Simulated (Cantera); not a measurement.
A closed system holds: 1 mol Ta, 13 mol N₂O, 3 mol H₂, 0.18 mol H₂O, held at 0.190 Pa.

Equilibrium computed with Cantera from the NASA thermochemical tables; the gas is ideal and each condensed phase is pure. Candidate condensed phases: H₂O, Ta, Ta₂O₅; 27 gas species. Rates play no part. All values below are at 2550 K.

Base state: N₂ 0.408, O 0.359, H 0.200, TaO₂ 0.0216, TaO 0.00987, NO 0.00105, O₂ 0.000718, OH 0.000214 (mole fractions); condensed: gas only.

### Question
What changes in the equilibrium state with this change: pressure from 0.190 Pa to 1.00 bar?

### Answer
| species | before | after |
|---|---|---|
| N₂ | 0.408 | 0.635 |
| O₂ | 0.000718 | 0.169 |
| H₂O | 3.81e-7 | 0.145 |
| O | 0.359 | 0.00759 |
| H | 0.200 | 0.00161 |
| TaO₂ | 0.0216 | 1.22e-5 |
| OH | 0.000214 | 0.0192 |
| NO | 0.00105 | 0.0202 |
| TaO | 0.00987 | <1e-9 |
| HO₂ | <1e-9 | 1.67e-5 |
| NO₂ | <1e-9 | 1.54e-5 |
| N | 0.000213 | 3.67e-7 |
| Ta₂O₅(l), mol | 0 | 0.500 |
